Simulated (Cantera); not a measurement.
A Cantera script and what it prints.

```python
import numpy as np
import cantera as ct

gas_names = """
    C CO COS CO2 CS CS2 C2 C2O C3 C3O2 C4 C5 O O2 O3 S SO SO2 SO3 S2 S2O S8
""".split()
cond_names = """
    C(gr) S(cr1) S(cr2) S(L)
""".split()


# ... load() reads the species with a 1 bar reference pressure and builds the phases ...
atoms = {
    'CS2': {'C': 1, 'S': 2},
    'SO2': {'S': 1, 'O': 2},
}
top_T = {'C(gr)': 4500}  # K; cautious upper limits of use, not melting points


# ... equilibrate(T, P, feed) seeds the gas with the atoms and calls Mixture.equilibrate('TP', solver="vcs", rtol=1e-11, max_steps=5000) ...
results = []
feed = {'CS2': 1, 'SO2': 0.56}  # mol
T = 2273.15  # K
for P in [10, 120, 1400, 17000, 210000, 2500000, 30000000]:
    mix = equilibrate(T, P, feed)
    results.append((T, P, feed, dict(zip(mix.species_names, mix.species_moles))))

top = {s: max(r[3][s] / sum(r[3][g] for g in gas_names) for r in results) for s in gas_names}
cols = sorted((s for s in top if top[s] > 1e-06), key=lambda s: -top[s])[:6]
seen = [c for c in cond_names if any(r[3].get(c, 0) > 1e-12 for r in results)]
print("log10 of partial pressures in bar; condensed amounts in mol")
print(f"{'P/Pa':>10s}" + "".join(f"{s[:9]:>10s}" for s in cols + seen))
for T, P, feed, n in results:
    ng = sum(n[g] for g in gas_names)
    print(f"{P:10.4g}" + "".join(f"{np.log10(max(n[s] / ng * P / 1e5, 1e-99)):10.3f}" for s in cols)
          + "".join(f"{n.get(c, 0):10.4g}" for c in seen))
```

It prints:

```
log10 of partial pressures in bar; condensed amounts in mol
      P/Pa        S2         S        CO       CO2       COS        SO
        10    -4.924    -4.275    -4.504    -7.113    -8.899    -5.461
       120    -3.402    -3.514    -3.351    -5.590    -6.985    -4.330
      1400    -2.190    -2.908    -2.247    -4.073    -5.275    -3.311
   1.7e+04    -1.057    -2.342    -1.156    -2.628    -3.617    -2.391
   2.1e+05     0.052    -1.787    -0.072    -1.279    -1.979    -1.571
   2.5e+06     1.133    -1.247     0.984    -0.037    -0.383    -0.844
     3e+07     2.205    -0.711     2.009     1.187     1.178    -0.109
```

Method: chemical equilibrium by Gibbs-energy minimisation in Cantera with the NASA 1993 tables (ideal gas, pure condensed phases). The ideal-gas law is rough above about 30 bar.
